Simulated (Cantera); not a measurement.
**Gas-phase reforming**

An isothermal, constant-pressure homogeneous reactor starts with 60.6 % CH4, 30.3 % CO2, 9.09 % H2, at 1973 K and 0.100 bar.

Computed with Cantera and GRI-Mech 3.0 (53 species, 325 reactions). GRI-Mech 3.0 stops at C3 and has no aromatics, soot or wall deposition, so with more carbon than oxygen in the feed, carbon stays in small species such as C2H2 where larger ones or solid carbon would form.

| t (s) | x CH4 | x CO2 | x H2 | x HCO | x CO | x HO2 |
|---|---|---|---|---|---|---|
| 3.00e-5 | 0.602 | 0.303 | 0.0923 | 2.86e-9 | 3.39e-5 | <1e-12 |
| 6.97e-5 | 0.596 | 0.302 | 0.0950 | 6.03e-8 | 0.000145 | <1e-12 |
| 0.000162 | 0.569 | 0.298 | 0.110 | 9.50e-7 | 0.000891 | 1.31e-12 |
| 0.000376 | 0.442 | 0.274 | 0.204 | 4.04e-6 | 0.00651 | 2.59e-12 |
| 0.000874 | 0.232 | 0.214 | 0.383 | 2.71e-6 | 0.0267 | 5.38e-12 |
| 0.00203 | 0.108 | 0.149 | 0.467 | 1.18e-6 | 0.0677 | 8.97e-12 |
| 0.00472 | 0.0415 | 0.0738 | 0.474 | 4.83e-7 | 0.134 | 1.14e-11 |
| 0.0110 | 0.0151 | 0.0205 | 0.466 | 2.38e-7 | 0.194 | 1.06e-11 |
| 0.0254 | 0.0101 | 0.0113 | 0.495 | 1.54e-7 | 0.228 | 6.27e-12 |
| 0.0591 | 0.00747 | 0.00716 | 0.537 | 9.03e-8 | 0.264 | 2.14e-12 |
| 0.137 | 0.00456 | 0.00301 | 0.573 | 5.13e-8 | 0.296 | <1e-12 |
| 0.319 | 0.00199 | 0.000557 | 0.594 | 4.02e-8 | 0.313 | <1e-12 |
| 0.741 | 0.000495 | 1.54e-5 | 0.600 | 3.99e-8 | 0.317 | <1e-12 |
| 1.72 | 0.000236 | 2.48e-8 | 0.600 | 4.00e-8 | 0.317 | <1e-12 |
| 4.00 | 0.000235 | 2.02e-8 | 0.600 | 4.00e-8 | 0.317 | <1e-12 |
x: mole fraction; the columns are a selection and need not sum to one.

Equilibrium at this temperature and pressure: CH4 0.000235, CO2 2.02e-8, H2 0.600, HCO 4.00e-8, CO 0.317, HO2 <1e-12 (gas phase only).
